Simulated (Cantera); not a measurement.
Input: 1 mol CH₃Cl, 1.9 mol H₂, equilibrated at 600 K.

Method: chemical equilibrium by Gibbs-energy minimisation in Cantera with the NASA 1993 tables (ideal gas, pure condensed phases). Candidate condensed phases: C, C₆H₆, C₇H₈, C₈H₁₈; 91 gas species. Equilibrium is a limit: real reactors are often held back by kinetics, nucleation or transport.

Question: What share of the C ends up in condensed phases as a function of P (Pa), at 1, 10, 100, 1000, 10000, 100000?

Answer: 
```
P (Pa)  C condensed (%)           as
------  ---------------  -----------
1                  99.8  C(graphite)
10                 98.0  C(graphite)
100                83.3  C(graphite)
1000               31.4  C(graphite)
10000               0.0            -
100000              0.0            -
```
